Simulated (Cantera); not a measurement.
**Transport properties of process gases**

Gas mixture: NO : CO2 = 0.64 : 0.5 (molar parts), at 64.0 Pa, frozen composition.

Cantera's kinetic-theory transport with the Lennard-Jones parameters of GRI-Mech 3.0, ideal gas; thermal conductivity in the multicomponent form. The composition is frozen, though it would react at the higher temperatures.

```json
[
 {"T (K)": "400", "ρ (kg/m³)": "0.000696", "cp (J/kg/K)": "966.2", "μ (µPa s)": "21.4", "λ (mW/m/K)": "29.1", "Pr": "0.711", "D (cm²/s) C2H2": "386", "D (cm²/s) CH3": "528", "D (cm²/s) OH": "740"},
 {"T (K)": "600", "ρ (kg/m³)": "0.000464", "cp (J/kg/K)": "1060", "μ (µPa s)": "29.3", "λ (mW/m/K)": "43.3", "Pr": "0.718", "D (cm²/s) C2H2": "797", "D (cm²/s) CH3": "1080", "D (cm²/s) OH": "1490"},
 {"T (K)": "800", "ρ (kg/m³)": "0.000348", "cp (J/kg/K)": "1133", "μ (µPa s)": "36.1", "λ (mW/m/K)": "56.7", "Pr": "0.721", "D (cm²/s) C2H2": "1310", "D (cm²/s) CH3": "1760", "D (cm²/s) OH": "2420"},
 {"T (K)": "1000", "ρ (kg/m³)": "0.000278", "cp (J/kg/K)": "1187", "μ (µPa s)": "42.1", "λ (mW/m/K)": "69.2", "Pr": "0.722", "D (cm²/s) C2H2": "1920", "D (cm²/s) CH3": "2570", "D (cm²/s) OH": "3520"},
 {"T (K)": "1200", "ρ (kg/m³)": "0.000232", "cp (J/kg/K)": "1223", "μ (µPa s)": "47.6", "λ (mW/m/K)": "80.7", "Pr": "0.722", "D (cm²/s) C2H2": "2620", "D (cm²/s) CH3": "3500", "D (cm²/s) OH": "4770"},
 {"T (K)": "1400", "ρ (kg/m³)": "0.000199", "cp (J/kg/K)": "1252", "μ (µPa s)": "52.8", "λ (mW/m/K)": "91.5", "Pr": "0.722", "D (cm²/s) C2H2": "3390", "D (cm²/s) CH3": "4530", "D (cm²/s) OH": "6160"},
 {"T (K)": "1600", "ρ (kg/m³)": "0.000174", "cp (J/kg/K)": "1273", "μ (µPa s)": "57.7", "λ (mW/m/K)": "102", "Pr": "0.722", "D (cm²/s) C2H2": "4250", "D (cm²/s) CH3": "5660", "D (cm²/s) OH": "7690"},
 {"T (K)": "1800", "ρ (kg/m³)": "0.000155", "cp (J/kg/K)": "1290", "μ (µPa s)": "62.3", "λ (mW/m/K)": "111", "Pr": "0.722", "D (cm²/s) C2H2": "5170", "D (cm²/s) CH3": "6880", "D (cm²/s) OH": "9350"},
 {"T (K)": "2000", "ρ (kg/m³)": "0.000139", "cp (J/kg/K)": "1303", "μ (µPa s)": "66.8", "λ (mW/m/K)": "121", "Pr": "0.722", "D (cm²/s) C2H2": "6160", "D (cm²/s) CH3": "8200", "D (cm²/s) OH": "11100"}
]
```
D: mixture-averaged diffusion coefficient of that species in the mixture.
